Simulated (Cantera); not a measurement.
A perfectly stirred reactor is fed with CH4 : H2O = 1 : 1.7 (molar parts), at 100.0 Torr; it is held at 1700 K, and followed from long to short residence time.

Cantera simulation using GRI-Mech 3.0 (53 species, 325 reactions); the numbers are that mechanism's predictions, not measurements.

Problem. What does this change do: pressure from 100.0 Torr to 1.60 bar?

Solution. 
| quantity | before | after |
|---|---|---|
| x(CH4) at τ = 1.90 s | 0.0300 | 0.0268 |
| x(H2O) at τ = 1.90 s | 0.281 | 0.224 |
| x(O2) at τ = 1.90 s | 4.16e-10 | 2.76e-11 |
| x(CH2O) at τ = 1.90 s | 1.06e-6 | 3.83e-7 |
| x(HO2) at τ = 1.90 s | <1e-12 | <1e-12 |
| x(CH4) at τ = 92.0 ms | 0.110 | 0.0804 |
| x(H2O) at τ = 92.0 ms | 0.479 | 0.414 |
| x(O2) at τ = 92.0 ms | 1.22e-9 | 1.02e-10 |
| x(CH2O) at τ = 92.0 ms | 8.34e-6 | 2.95e-6 |
| x(HO2) at τ = 92.0 ms | <1e-12 | <1e-12 |
